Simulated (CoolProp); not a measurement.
Fluorine along the isobar 9.17 bar: fugacity coefficient from the reference equation and from simpler models built on Tc = 144.4 K, pc = 52.40 bar, ω = 0.045; each cubic takes its own stable root.

Model: reference Helmholtz-energy equation of state, de Reuck 1990, in CoolProp.

| T (K) | phase | reference | van der Waals | Soave-Redlich-Kwong | Peng-Robinson |
|---|---|---|---|---|---|
| 112.2 | gas | 0.8750 | 0.9059 | 0.8799 | 0.8728 |
| 120.7 | gas | 0.9004 | 0.9207 | 0.9017 | 0.8947 |
| 129.2 | gas | 0.9194 | 0.9324 | 0.9187 | 0.9120 |
| 137.7 | gas | 0.9340 | 0.9419 | 0.9322 | 0.9257 |
| 146.2 | gas | 0.9453 | 0.9498 | 0.9431 | 0.9369 |
| 154.7 | gas | 0.9542 | 0.9563 | 0.9520 | 0.9460 |
| 163.2 | gas | 0.9613 | 0.9617 | 0.9593 | 0.9536 |
| 171.7 | gas | 0.9672 | 0.9663 | 0.9653 | 0.9599 |
| 180.1 | gas | 0.9719 | 0.9702 | 0.9704 | 0.9652 |
| 188.6 | gas | 0.9758 | 0.9736 | 0.9747 | 0.9697 |
| 197.1 | gas | 0.9791 | 0.9765 | 0.9783 | 0.9736 |
